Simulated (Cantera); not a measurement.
A closed system holds: 1 mol FeS, 270 mol H2, 18 mol N2, equilibrated at 502 °C and 13.0 Pa.

Cantera equilibrium calculation (NASA polynomials, part measured and part estimated; ideal gas, pure solids and liquids). Candidate condensed phases: Fe, FeS, FeS2, S; 16 gas species. FeS: taken at fixed stoichiometry. Rates play no part.

Task: What is the equilibrium state?

Result: 
```json
{
  "x(H2)": "0.937",
  "x(N2)": "0.0625",
  "x(H2S)": "0.000105",
  "n(Fe(α))": "0.0302 mol",
  "n(FeS(s))": "0.970 mol",
  "gas_amount": "288.0 mol",
  "log10 activity of S(l) (absent)": "-7.00"
}
```
